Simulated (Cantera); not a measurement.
Feed: 1 mol SiH4, 0.25 mol NH3, 3.7 mol H2, at 63.0 mbar.

These are equilibrium values from Cantera (NASA tables, ideal gas, pure condensed phases), not measurements of a reactor. Candidate condensed phases: Si, Si3N4; 18 gas species. Gases not in the tables: Si2H6 and higher silanes. Kinetics and transport are ignored.

Problem. At 1700 K, list the 5 most abundant gas species with their mole fractions, and the condensed phases.

Solution. H2 0.979, N2 0.0202, H 0.000581, SiH2 1.39e-5, Si 1.08e-5. Condensed: Si(l).
